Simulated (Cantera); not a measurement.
# Low-pressure radical oxidation in H2/O2

An isothermal, constant-pressure homogeneous reactor starts with 2.89 % H2, 93.2 % O2, 3.91 % N2, at 1375 K and 0.0132 atm.

Computed with Cantera and GRI-Mech 3.0 (53 species, 325 reactions). Radical loss at walls, strong at low pressure, is not modelled.

```json
[
 {"t (s)": "3.00e-6", "x H2": "0.0289", "x O2": "0.932", "x HO2": "1.33e-9", "x H2O": "<1e-12", "x O": "8.48e-11"},
 {"t (s)": "1.18e-5", "x H2": "0.0289", "x O2": "0.932", "x HO2": "5.20e-9", "x H2O": "5.23e-11", "x O": "1.14e-9"},
 {"t (s)": "4.60e-5", "x H2": "0.0289", "x O2": "0.932", "x HO2": "2.04e-8", "x H2O": "2.26e-9", "x O": "1.20e-8"},
 {"t (s)": "0.000180", "x H2": "0.0289", "x O2": "0.932", "x HO2": "7.98e-8", "x H2O": "7.73e-8", "x O": "1.18e-7"},
 {"t (s)": "0.000706", "x H2": "0.0289", "x O2": "0.932", "x HO2": "3.18e-7", "x H2O": "1.00e-5", "x O": "8.23e-6"},
 {"t (s)": "0.00277", "x H2": "0.000617", "x O2": "0.907", "x HO2": "1.35e-6", "x H2O": "0.0250", "x O": "0.0220"},
 {"t (s)": "0.0108", "x H2": "0.000300", "x O2": "0.907", "x HO2": "1.20e-6", "x H2O": "0.0259", "x O": "0.0217"},
 {"t (s)": "0.0425", "x H2": "0.000243", "x O2": "0.912", "x HO2": "1.11e-6", "x H2O": "0.0265", "x O": "0.0172"},
 {"t (s)": "0.166", "x H2": "0.000120", "x O2": "0.922", "x HO2": "8.01e-7", "x H2O": "0.0277", "x O": "0.00826"},
 {"t (s)": "0.652", "x H2": "2.41e-5", "x O2": "0.929", "x HO2": "3.17e-7", "x H2O": "0.0288", "x O": "0.00161"},
 {"t (s)": "2.55", "x H2": "2.64e-6", "x O2": "0.931", "x HO2": "6.77e-8", "x H2O": "0.0291", "x O": "0.000175"},
 {"t (s)": "10.0", "x H2": "3.20e-7", "x O2": "0.931", "x HO2": "2.95e-8", "x H2O": "0.0293", "x O": "2.11e-5"}
]
```
x: mole fraction; the columns are a selection and need not sum to one.

Equilibrium at this temperature and pressure: H2 8.09e-8, O2 0.931, HO2 4.12e-8, H2O 0.0293, O 5.35e-6 (gas phase only).
